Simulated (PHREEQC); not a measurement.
Consider water at 20 °C with 0.056 mol Cu(BF4)2 and 0.022 mol H2SO4 per kg of water. Closed to the air; pH follows from the charge balance.

Computed with PHREEQC (ion-association model, wateq4f.dat).

Q: The ionic strength comes out as 0.189 mol/kgw. What activity coefficients do SO4-2, HF2-, HSO4-, H+, BF3OH- get?

A: SO4-2 0.30, HF2- 0.71, HSO4- 0.73, H+ 0.80, BF3OH- 0.69.

Precipitation was switched off in this run. Real BF4- forms and hydrolyses slowly; the run takes it at equilibrium.
